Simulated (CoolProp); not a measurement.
Vapour-liquid equilibrium of CH2F2 (R32) (1) + R142b (2) at 10.3 bar; x and y are mole fractions of (1).

Computed with CoolProp (multi-fluid Helmholtz-energy mixture model, Tillner-Roth 1997 and Lemmon 2006; pair parameters Bell 2016).

```tsv
x	bubble temperature (K)	y at the bubble point	dew temperature at overall composition x (K)	liquid density (mol/L)
0.05	333.7	0.152	(withheld)	10.27
0.125	(withheld)	(withheld)	334.9	10.84
0.2	317.6	0.487	331.7	11.42
0.275	311.1	0.598	328.3	12.01
0.35	305.6	0.682	324.7	12.62
0.425	300.9	0.746	320.9	13.24
0.5	297.0	0.796	316.8	13.88
0.575	293.7	0.837	312.5	14.56
0.65	290.9	0.871	307.7	15.29
0.725	288.4	0.901	302.5	16.08
0.8	286.1	0.928	296.8	16.95
0.875	284.0	0.954	(withheld)	17.90
0.95	282.0	0.981	284.4	18.98
```

**Question.** Some entries are withheld; supply them.

**Answer.** 
- 0.05, dew temperature at overall composition x (K): 338.0
- 0.125, bubble temperature (K): 325.1
- 0.125, y at the bubble point: 0.341
- 0.875, dew temperature at overall composition x (K): 290.5

No azeotrope shows between x = 0.05 and 0.95.

The pair parameters rest on a limited set of measurements; away from them the model extrapolates. The gap from Raoult's law changes sign with composition, which may be real or a fault of the pair parameters; it wasn't checked against measurements.
